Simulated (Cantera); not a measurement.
Input: 1 mol PbS, a varied amount of H2, 12 mol N2, held at 1975 K and 0.870 bar.

Method: chemical equilibrium by Gibbs-energy minimisation in Cantera with the NASA 1993 tables (ideal gas, pure condensed phases). Candidate condensed phases: Pb, PbS, S; 18 gas species. Kinetics and transport are ignored.

x: gas mole fraction; nothing condenses.

| n(H2) (mol) | x H2 | x N2 | x Pb | x H2S | x PbS | x SH |
|---|---|---|---|---|---|---|
| 32 | 0.697 | 0.266 | 0.0148 | 0.0115 | 0.00738 | 0.00158 |
| 46 | 0.767 | 0.203 | 0.0122 | 0.00988 | 0.00473 | 0.00129 |
| 65 | 0.823 | 0.154 | 0.00985 | 0.00819 | 0.00295 | 0.00103 |
| 92 | 0.867 | (withheld) | (withheld) | (withheld) | (withheld) | (withheld) |
| 130 | 0.902 | 0.0838 | 0.00596 | 0.00513 | 0.00102 | 0.000619 |
| 180 | 0.927 | (withheld) | (withheld) | (withheld) | (withheld) | (withheld) |
| 260 | 0.948 | 0.0439 | 0.00335 | 0.00293 | 0.000312 | 0.000345 |
| 370 | 0.962 | 0.0313 | 0.00244 | 0.00215 | 0.000165 | 0.000251 |
| 530 | 0.973 | 0.0221 | 0.00176 | 0.00155 | 8.44e-5 | 0.000180 |
| 750 | 0.980 | 0.0157 | 0.00127 | 0.00112 | 4.37e-5 | 0.000130 |
| 1100 | 0.986 | 0.0108 | 0.000877 | 0.000780 | 2.09e-5 | 8.99e-5 |
| 1500 | 0.989 | 0.00792 | 0.000649 | 0.000578 | 1.14e-5 | 6.65e-5 |
| 2100 | 0.992 | 0.00567 | 0.000467 | 0.000416 | 5.90e-6 | 4.78e-5 |

**Question.** What belongs in the gaps?

**Answer.** 
- 92, x N2: 0.114
- 92, x Pb: 0.00774
- 92, x H2S: 0.00657
- 92, x PbS: 0.00177
- 92, x SH: 0.000808
- 180, x N2: 0.0621
- 180, x Pb: 0.00458
- 180, x H2S: 0.00398
- 180, x PbS: 0.000593
- 180, x SH: 0.000474
